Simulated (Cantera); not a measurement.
Input: 1 mol CH2F2, 0.4 mol HCl, a varied amount of H2, held at 675 K and 3300 Pa.

These are equilibrium values from Cantera (NASA tables, ideal gas, pure condensed phases), not measurements of a reactor. Candidate condensed phases: C, C6H6, C7H8, C8H18; 118 gas species. Kinetics and transport are ignored.

log p: log10 of the partial pressure in bar; n: condensed amount in mol.

```tsv
n(H2) (mol)	log p HF	log p H2	log p HCl	log p CH4	log p H2F2	log p C2H6	n C(graphite)
0.084	-1.58	-2.97	-2.27	-4.77	-6.81	-12.12	0.999
0.12	-1.58	___	-2.28	___	-6.82	___	0.997
0.16	-1.59	-2.71	-2.29	-4.25	-6.84	-11.35	0.996
0.22	-1.60	-2.59	-2.30	-4.01	-6.86	-10.99	0.992
0.31	-1.61	___	-2.31	___	-6.88	___	0.986
0.43	-1.63	-2.35	-2.33	-3.53	-6.92	-10.28	0.975
0.59	-1.65	-2.25	-2.35	-3.33	-6.96	-9.97	0.958
0.82	-1.68	-2.15	-2.38	-3.13	-7.02	-9.67	0.929
```

Question: What belongs in the gaps?

Answer: 
- 0.12, log p H2: -2.82
- 0.12, log p CH4: -4.48
- 0.12, log p C2H6: -11.69
- 0.31, log p H2: -2.46
- 0.31, log p CH4: -3.76
- 0.31, log p C2H6: -10.62
